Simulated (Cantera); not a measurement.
A perfectly stirred reactor is fed with H2 : O2 : N2 : NO = 1 : 0.417 : 4.58 : 0.01 (molar parts), at 750 Torr; it is adiabatic with a 475 K inlet, and is followed from long to short residence time, starting on the burning branch (τ in s: 0.03, 0.013, 0.0061, 0.0028, 0.0013, 0.00057, 0.00026, 0.00012, 5.3e-05).

Detailed kinetics in Cantera: GRI-Mech 3.0 (53 species, 325 reactions). The mechanism lacks 2 NO + O2 → 2 NO2 and HONO, so NO2 and the effect of NO are under-described below about 1400 K.

Q: What does this change do: pressure from 750 Torr to 7500 Torr?

A: 
```json
[
 {"quantity": "blow-out, bracketed by the residence times tried", "before": "burning at 0.120 ms, out at 53.0 µs", "after": "burning at 53.0 µs, the shortest tried"},
 {"quantity": "x(H2) at τ = 30.0 ms", "before": "0.0282", "after": "0.0282"},
 {"quantity": "x(O2) at τ = 30.0 ms", "before": "0.000249", "after": "0.000135"},
 {"quantity": "x(NO) at τ = 30.0 ms", "before": "0.000842", "after": "9.59e-5"},
 {"quantity": "x(O) at τ = 30.0 ms", "before": "3.85e-5", "after": "4.88e-7"},
 {"quantity": "x(NO2) at τ = 30.0 ms", "before": "6.40e-9", "after": "8.27e-9"},
 {"quantity": "x(H2) at τ = 1.30 ms", "before": "0.0296", "after": "0.0295"},
 {"quantity": "x(O2) at τ = 1.30 ms", "before": "0.00227", "after": "0.000752"},
 {"quantity": "x(NO) at τ = 1.30 ms", "before": "0.00165", "after": "0.000442"},
 {"quantity": "x(O) at τ = 1.30 ms", "before": "0.000532", "after": "9.48e-6"},
 {"quantity": "x(NO2) at τ = 1.30 ms", "before": "4.33e-8", "after": "7.12e-8"}
]
```
The hydrogen kinetics of GRI-Mech 3.0 are dated; newer H2 mechanisms differ, most at raised pressure.
